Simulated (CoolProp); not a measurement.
Vapour-liquid equilibrium of R124 (1) + R142b (2) at 19.6 bar; x and y are mole fractions of (1).

Model: multi-fluid Helmholtz-energy mixture model, de Vries 1995 and Lemmon 2006; pair parameters Bell 2016, in CoolProp.

### Question
Give the bubble temperature and the first vapour's composition at x = 0.15, 0.45, 0.85. Is there an azeotrope?

### Answer
x = 0.15: 369.4 K, y = 0.158; x = 0.45: 367.7 K, y = 0.467; x = 0.85: 364.9 K, y = 0.863. No azeotrope shows between x = 0.05 and 0.95.

Pair parameters are fitted to limited data, so mixtures are less certain than the pure fluids.
